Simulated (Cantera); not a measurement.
CH3SiCl3 + HCl + H2 (silicon carbide growth)

Input: 1 mol CH3SiCl3, 0.48 mol HCl, 9.1 mol H2, at 0.810 bar.

Method: chemical equilibrium by Gibbs-energy minimisation in Cantera with the NASA 1993 tables (ideal gas, pure condensed phases). Candidate condensed phases: C, C6H6, C7H8, C8H18, Si, SiC; 109 gas species. The feed counts by its element totals alone. The tables' values for SiCl3, SiCl are old estimates; treat these amounts as uncertain. Gases not in the tables: Si2H6 and higher silanes. The numbers say what is thermodynamically allowed, not how fast it happens.

From 725 °C to 1925 °C the condensed part is C(graphite) + SiC(s). The main Si-bearing gas is SiCl4 at 725 °C and SiCl2 at 1925 °C. The share of Si in condensed phases is highest at 1325 °C (92.1 %) and lowest at 725 °C (31.5 %).

| T (°C) | log p H2 | log p HCl | log p SiCl4 | log p CH4 | log p SiCl2 | log p H | n C(graphite) | n SiC(s) |
|---|---|---|---|---|---|---|---|---|
| 725 | -0.18 | -1.25 | -1.34 | -1.37 | -5.50 | -8.76 | 0.0899 | 0.315 |
| 825 | -0.18 | -1.03 | -1.47 | -1.79 | -4.64 | -7.70 | 0.310 | 0.456 |
| 925 | -0.19 | -0.88 | -1.65 | -2.18 | -3.97 | -6.82 | 0.287 | 0.614 |
| 1025 | -0.21 | -0.77 | -1.90 | -2.51 | -3.45 | -6.07 | 0.195 | 0.758 |
| 1125 | -0.22 | -0.71 | -2.23 | -2.80 | -3.06 | -5.43 | 0.117 | 0.859 |
| 1225 | -0.22 | -0.68 | -2.62 | -3.03 | -2.78 | -4.88 | 0.0776 | 0.908 |
| 1325 | -0.23 | -0.68 | -3.02 | -3.24 | -2.57 | -4.39 | 0.0694 | 0.921 |
| 1425 | -0.23 | -0.67 | -3.41 | -3.41 | -2.40 | -3.95 | 0.0779 | 0.915 |
| 1525 | -0.23 | -0.68 | -3.77 | -3.57 | -2.26 | -3.57 | 0.0945 | 0.898 |
| 1625 | -0.23 | -0.68 | -4.10 | -3.70 | -2.14 | -3.22 | 0.115 | 0.875 |
| 1725 | -0.23 | -0.69 | -4.41 | -3.82 | -2.04 | -2.91 | 0.135 | 0.848 |
| 1825 | -0.23 | -0.70 | -4.69 | -3.93 | -1.95 | -2.62 | 0.153 | 0.818 |
| 1925 | -0.23 | -0.71 | -4.96 | -4.03 | -1.88 | -2.37 | 0.166 | 0.785 |
log p: log10 of the partial pressure in bar; n: condensed amount in mol.
